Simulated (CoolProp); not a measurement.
Vapour-liquid equilibrium of acetone (1) + dimethyl carbonate (2) at 283.5 K; x and y are mole fractions of (1).

Values from CoolProp's multi-fluid Helmholtz-energy mixture model, Lemmon 2006 and Zhou 2011; pair parameters Bell 2016.

Give the bubble pressure and the first vapour's composition at x = 0.125, 0.275, 0.575. Is there an azeotrope?

x = 0.125: 0.05104 bar, y = 0.436; x = 0.275: 0.07000 bar, y = 0.652; x = 0.575: 0.1051 bar, y = 0.858. No azeotrope shows between x = 0.05 and 0.95.

Pair parameters are fitted to limited data, so mixtures are less certain than the pure fluids.
